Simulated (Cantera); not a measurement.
Mixture: CH3OH : O2 : N2 : CO2 = 1 : 1.88 : 7.05 : 2.3 (molar parts), equivalence ratio 0.80, at 7500 Torr, adiabatic and at constant volume. Ignition delay is the time to a rise of 400 K.

Cantera simulation using GRI-Mech 3.0 (53 species, 325 reactions); the numbers are that mechanism's predictions, not measurements. GRI-Mech 3.0 was tuned for natural gas; its chemistry of methanol as a main component is partial and can be far from experiment.

Question: What does this change do: pressure from 7500 Torr to 645 Torr?

Answer: 
```csv
quantity,before,after
delay at 1200 K,1.59 ms,11.3 ms
delay at 1300 K,0.339 ms,2.52 ms
delay at 1400 K,94.2 µs,0.736 ms
delay at 1500 K,32.7 µs,0.267 ms
delay at 1600 K,13.6 µs,0.115 ms
apparent activation energy between 1500 and 1600 K,180 kJ/mol,170 kJ/mol
```

Question: What does this change do: 0.43 parts H2 added?

Answer: 
| quantity | before | after |
|---|---|---|
| delay at 1200 K | 1.59 ms | 1.02 ms |
| delay at 1300 K | 0.339 ms | 0.260 ms |
| delay at 1400 K | 94.2 µs | 78.9 µs |
| delay at 1500 K | 32.7 µs | 28.6 µs |
| delay at 1600 K | 13.6 µs | 12.1 µs |
| apparent activation energy between 1500 and 1600 K | 180 kJ/mol | 170 kJ/mol |

Question: What does this change do: pressure from 7500 Torr to 1800 Torr?

Answer: 
```json
[
 {"quantity": "delay at 1200 K", "before": "1.59 ms", "after": "4.68 ms"},
 {"quantity": "delay at 1300 K", "before": "0.339 ms", "after": "1.03 ms"},
 {"quantity": "delay at 1400 K", "before": "94.2 µs", "after": "0.296 ms"},
 {"quantity": "delay at 1500 K", "before": "32.7 µs", "after": "0.106 ms"},
 {"quantity": "delay at 1600 K", "before": "13.6 µs", "after": "45.3 µs"},
 {"quantity": "apparent activation energy between 1500 and 1600 K", "before": "180 kJ/mol", "after": "170 kJ/mol"}
]
```
